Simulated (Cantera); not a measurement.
Input: 1 mol BN, a varied amount of Cl2, 3.9 mol H2, at 1327 °C and 11.0 mbar.

Equilibrium computed with Cantera from the NASA thermochemical tables; the gas is ideal and each condensed phase is pure. Candidate condensed phases: B, BN, NH4Cl; 21 gas species. Gases not in the tables: BHCl2. Kinetics and transport are ignored.

Q: Which condensed phases are stable at each of these points (n(Cl2) (mol)): 4.4, 5.6, 7.2, 9.2, 12, 15, 19?

A: 
```tsv
n(Cl2) (mol)	condensed phases	B condensed (%)
4.4	BN(s)	31.4
5.6	gas only	0.0
7.2	gas only	0.0
9.2	gas only	0.0
12	gas only	0.0
15	gas only	0.0
19	gas only	0.0
```

At 4.4 mol Cl2 the condensed part is BN(s). From 5.6 mol Cl2 to 19 mol Cl2 nothing is condensed.
